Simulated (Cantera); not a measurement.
Charge: 1 mol Cr, a varied amount of N2, equilibrated at 2698.15 K and 2180 Torr.

Method: chemical equilibrium by Gibbs-energy minimisation in Cantera with the NASA 1993 tables (ideal gas, pure condensed phases). Candidate condensed phases: Cr, CrN, Cr2N; 4 gas species. The numbers say what is thermodynamically allowed, not how fast it happens.

Which condensed phases are stable at each of these points (n(N2) (mol)): 1.1, 1.6, 2.3, 3.2, 4.6, 6.5, 9.2, 13, 18, 26, 37?


| n(N2) (mol) | condensed phases | Cr condensed (%) |
|---|---|---|
| 1.1 | Cr(l) | 88.6 |
| 1.6 | Cr(l) | 83.4 |
| 2.3 | Cr(l) | 76.2 |
| 3.2 | Cr(l) | 66.8 |
| 4.6 | Cr(l) | 52.3 |
| 6.5 | Cr(l) | 32.6 |
| 9.2 | Cr(l) | 4.6 |
| 13 | gas only | 0.0 |
| 18 | gas only | 0.0 |
| 26 | gas only | 0.0 |
| 37 | gas only | 0.0 |

From 1.1 mol N2 to 9.2 mol N2 the condensed part is Cr(l). From 13 mol N2 to 37 mol N2 nothing is condensed.
